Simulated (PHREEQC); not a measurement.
## Spent oxide etchant: speciation

A solution holds 0.0019 mol HF, 0.00062 mol H2SiF6, 0.1 mol H3PO4, 0.0057 mol HNO3 and 0.09 mol NaCl per kg of water, at 25 °C. Closed to the air; pH follows from the charge balance.

Equilibrium calculation in PHREEQC: ion-association model, phreeqc.dat.

This is a speciation only: nothing precipitates in the calculation.

Q: What pH, density, ionic strength does the model give?

A: pH 1.58; density 1.006 g/cm³; ionic strength 0.122 mol/kgw.

Q: In which forms is F present?

A: HF 62 %, SiF6-2 36 %, F- 2.2 % of the F.

The solution is supersaturated, for example in Quartz (slow to form), so a real one may precipitate; this is no full list. SiF6-2 is the database's only silicon fluoride.
